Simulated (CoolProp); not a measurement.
Saturation properties of propane.

Computed with CoolProp (reference Helmholtz-energy equation of state, Lemmon 2009).

```json
[
 {"T (K)": "252.8", "p (MPa)": "0.2415", "vapour density (kg/m³)": "5.440", "liquid cp (kJ/(kg K))": "2.359", "vapour viscosity (µPa s)": "6.88"},
 {"T (K)": "257.6", "p (MPa)": "0.2861", "vapour density (kg/m³)": "6.385", "liquid cp (kJ/(kg K))": "2.388", "vapour viscosity (µPa s)": "7.01"},
 {"T (K)": "262.3", "p (MPa)": "0.3357", "vapour density (kg/m³)": "7.430", "liquid cp (kJ/(kg K))": "2.417", "vapour viscosity (µPa s)": "7.14"},
 {"T (K)": "267", "p (MPa)": "0.3914", "vapour density (kg/m³)": "8.603", "liquid cp (kJ/(kg K))": "2.449", "vapour viscosity (µPa s)": "7.27"},
 {"T (K)": "271.8", "p (MPa)": "0.4552", "vapour density (kg/m³)": "9.945", "liquid cp (kJ/(kg K))": "2.483", "vapour viscosity (µPa s)": "7.41"},
 {"T (K)": "276.5", "p (MPa)": "0.5249", "vapour density (kg/m³)": "11.41", "liquid cp (kJ/(kg K))": "2.519", "vapour viscosity (µPa s)": "7.55"},
 {"T (K)": "281.3", "p (MPa)": "0.6039", "vapour density (kg/m³)": "13.09", "liquid cp (kJ/(kg K))": "2.558", "vapour viscosity (µPa s)": "7.70"},
 {"T (K)": "286", "p (MPa)": "0.6895", "vapour density (kg/m³)": "14.91", "liquid cp (kJ/(kg K))": "2.598", "vapour viscosity (µPa s)": "7.85"},
 {"T (K)": "290.8", "p (MPa)": "0.7858", "vapour density (kg/m³)": "16.98", "liquid cp (kJ/(kg K))": "2.643", "vapour viscosity (µPa s)": "8.01"},
 {"T (K)": "295.5", "p (MPa)": "0.8894", "vapour density (kg/m³)": "19.24", "liquid cp (kJ/(kg K))": "2.690", "vapour viscosity (µPa s)": "8.17"},
 {"T (K)": "300.3", "p (MPa)": "1.005", "vapour density (kg/m³)": "21.80", "liquid cp (kJ/(kg K))": "2.743", "vapour viscosity (µPa s)": "8.35"},
 {"T (K)": "305", "p (MPa)": "1.129", "vapour density (kg/m³)": "24.58", "liquid cp (kJ/(kg K))": "2.800", "vapour viscosity (µPa s)": "8.54"}
]
```

It boils at 231.0 K under 1 atm.

Viscosity comes from a separate model (Vogel 1998).
